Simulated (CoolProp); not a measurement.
Model: reference Helmholtz-energy equation of state, Zhou 2011, in CoolProp.

Q: Give the vapour pressure (kPa), liquid density (kg/m³), vapour density (kg/m³), surface tension (mN/m) of saturated dimethyl carbonate at 35.25, 64.65, 152.85 °C.

A: 
```csv
T (°C),p (kPa),liquid density (kg/m³),vapour density (kg/m³),surface tension (mN/m)
35.25,12.0,1050,0.425,26.9
64.65,41.8,1010,1.36,22.6
152.85,533,878,15.0,11.0
```

Surface tension comes from a separate correlation (Mulero 2014).
